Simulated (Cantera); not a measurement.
A perfectly stirred reactor is fed with 47.6 % CH4, 52.4 % H2, at 10.00 Torr; it is held at 1525 K, and followed from long to short residence time.

Cantera simulation using GRI-Mech 3.0 (53 species, 325 reactions); the numbers are that mechanism's predictions, not measurements. GRI-Mech 3.0 stops at C3 and has no aromatics, soot or wall deposition, so with more carbon than oxygen in the feed, carbon stays in small species such as C2H2 where larger ones or solid carbon would form. Radical loss at walls, strong at low pressure, is not modelled.

x: mole fraction; the columns are a selection and need not sum to one.

| τ (s) | x CH4 | x H2 | x C2H4 | x CH2 | x C2H | x CH3 |
|---|---|---|---|---|---|---|
| 27 | 0.104 | 0.770 | 0.000631 | (withheld) | 4.03e-8 | 0.000308 |
| 4.6 | 0.244 | 0.677 | 0.00164 | (withheld) | 2.03e-8 | 0.000591 |
| 0.80 | 0.394 | 0.577 | 0.00312 | (withheld) | 5.83e-9 | 0.000847 |
| 0.14 | 0.463 | 0.532 | 0.00204 | (withheld) | 4.75e-10 | 0.000821 |
| 0.024 | 0.475 | 0.524 | 0.000101 | (withheld) | <1e-12 | 0.000329 |
| 0.0042 | 0.476 | 0.524 | 6.63e-7 | 3.46e-10 | <1e-12 | 6.30e-5 |
| 0.00072 | 0.476 | 0.524 | 3.24e-9 | 1.01e-11 | <1e-12 | 1.08e-5 |
| 0.00012 | 0.476 | 0.524 | 1.16e-11 | <1e-12 | <1e-12 | 1.77e-6 |

Problem. Complete the blanks.

Solution. 
- 27, x CH2: 3.41e-8
- 4.6, x CH2: 5.14e-8
- 0.80, x CH2: 6.49e-8
- 0.14, x CH2: 5.30e-8
- 0.024, x CH2: 9.05e-9
